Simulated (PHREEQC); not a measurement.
A made-up water analysis in mmol/kgw, 15 °C, pH 1.93, pe 9.9:

| constituent | mmol/kgw |
|---|---|
| Na | 12.4 |
| K | 3.22 |
| Ca | 2.83 |
| Mg | 0.589 |
| Cl | 5.9 |
| S(6) | 19.9 |
| Zn | 0.00293 |
| Cu(2) | 0.532 |

Valence states are taken as typed.

Equilibrium calculation in PHREEQC: ion-association model, phreeqc.dat.

Problem. The ionic strength comes out as 0.0500 mol/kgw. What activity coefficients do K+, SO4-2, NaSO4-, CuCl+, CaHSO4+ get?

Solution. K+ 0.81, SO4-2 0.47, NaSO4- 0.83, CuCl+ 0.82, CaHSO4+ 0.82.

This is a speciation only: nothing precipitates in the calculation. Species that the database lacks are ignored.
